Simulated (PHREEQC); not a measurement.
Make-up at 45 °C: 0.0036 mol HNO3, 0.23 mol FeCl3 and 0.29 mol KCl per kg of water. Closed to the air; pH follows from the charge balance.

Equilibrium calculation in PHREEQC: ion-association model, phreeqc.dat.

This is a speciation only: nothing precipitates in the calculation.

What pH does the model give?

pH 1.90.

In which forms is Cl present?

Cl- 75 %, FeCl+2 16 %, FeCl2+ 8.8 % of the Cl.

Examples of supersaturated solids here: Hematite (slow to form), Goethite (slow to form). Others may be too. The ionic strength is past about 0.7 mol/kgw, beyond the range of this activity model, so the values are rough. Species that the database lacks are ignored. At this temperature some constants are extrapolated from 25 °C, and those without enthalpy data are left unchanged.
